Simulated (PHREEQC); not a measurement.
A PHREEQC input (ion-association model, phreeqc.dat):

```
SOLUTION 1
  temp 45
  units mg/L
  pH 6.42
  pe 11.1
  Na 8940
  K 1520
  Ca 2340
  Mg 601
  Cl 19900
  S(6) 2480 as SO4
  Alkalinity 174 as HCO3
  Si 90.1 as SiO2
  Cd 8.83
  O(0) 2.76
END
USE solution 8
EQUILIBRIUM_PHASES 1
  CO2(g) -2.5 10
END
```

It stops with these messages:

```
ERROR: Solution 8 not found.
```

The fault: USE names a solution that was never defined. The line should read `USE solution 1` where the input has `USE solution 8`. With the mend the run ends at pH 7.56 and ionic strength 0.692 mol/kgw.
